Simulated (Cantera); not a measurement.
## Al2O3 + H2 + H2O (hydrogen reduction and annealing atmospheres)

Charge: 1 mol Al2O3, 1 mol H2, 0.33 mol H2O, at 133 Pa.

Equilibrium computed with Cantera from the NASA thermochemical tables; the gas is ideal and each condensed phase is pure. Candidate condensed phases: Al, Al2O3, H2O; 19 gas species. Rates play no part.

From 1600 K to 2100 K the condensed part is Al2O3(s).

| T (K) | log p H2 | log p H2O | log p H | log p OH | log p O | n Al2O3(s) |
|---|---|---|---|---|---|---|
| 1600 | -3.00 | -3.48 | -5.76 | -7.65 | -10.50 | 1.00 |
| 1650 | -3.00 | -3.48 | -5.54 | -7.37 | -10.00 | 1.00 |
| 1700 | -3.00 | -3.48 | -5.33 | -7.10 | -9.53 | 1.00 |
| 1750 | -3.00 | -3.48 | -5.13 | -6.85 | -9.08 | 1.00 |
| 1800 | -3.00 | -3.48 | -4.95 | -6.61 | -8.66 | 1.00 |
| 1850 | -3.01 | -3.48 | -4.77 | -6.38 | -8.27 | 1.00 |
| 1900 | -3.01 | -3.49 | -4.60 | -6.17 | -7.89 | 1.000 |
| 1950 | -3.01 | -3.49 | -4.45 | -5.96 | -7.53 | 1.000 |
| 2000 | -3.02 | -3.49 | -4.30 | -5.77 | -7.19 | 1.000 |
| 2050 | -3.03 | -3.50 | -4.16 | -5.59 | -6.86 | 1.000 |
| 2100 | -3.04 | -3.50 | -4.02 | -5.42 | -6.55 | 1.000 |
log p: log10 of the partial pressure in bar; n: condensed amount in mol.
